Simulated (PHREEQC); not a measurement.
Dissolve 110 mmol/kgw Mg(NO3)2 at 30 °C. Closed to the air; pH follows from the charge balance.

Computed with PHREEQC (ion-association model, wateq4f.dat).

Precipitation was switched off in this run.

Q: Estimate the activity of water.

A: activity of water 0.994.
